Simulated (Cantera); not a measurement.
An isothermal, constant-pressure homogeneous reactor starts with CH4 : H2 = 1 : 26 (molar parts), at 1948 K and 0.158 Torr.

Computed with Cantera and GRI-Mech 3.0 (53 species, 325 reactions). GRI-Mech 3.0 stops at C3 and has no aromatics, soot or wall deposition, so with more carbon than oxygen in the feed, carbon stays in small species such as C2H2 where larger ones or solid carbon would form. Radical loss at walls, strong at low pressure, is not modelled.

Q: Predict: x(CH4) at 70.0 s; x(H2) at 70.0 s; x(C2H4) at 70.0 s; x(C2H) at 70.0 s; x(H) at 70.0 s.

A: 
```json
{
  "x(CH4) at 70.0 s": "6.24e-5 (gas-phase equilibrium 4.99e-7)",
  "x(H2) at 70.0 s": "0.964 (gas-phase equilibrium 0.908)",
  "x(C2H4) at 70.0 s": "2.17e-7 (gas-phase equilibrium 2.95e-8)",
  "x(C2H) at 70.0 s": "5.16e-6 (gas-phase equilibrium 2.20e-5)",
  "x(H) at 70.0 s": "0.0181 (gas-phase equilibrium 0.0748)"
}
```
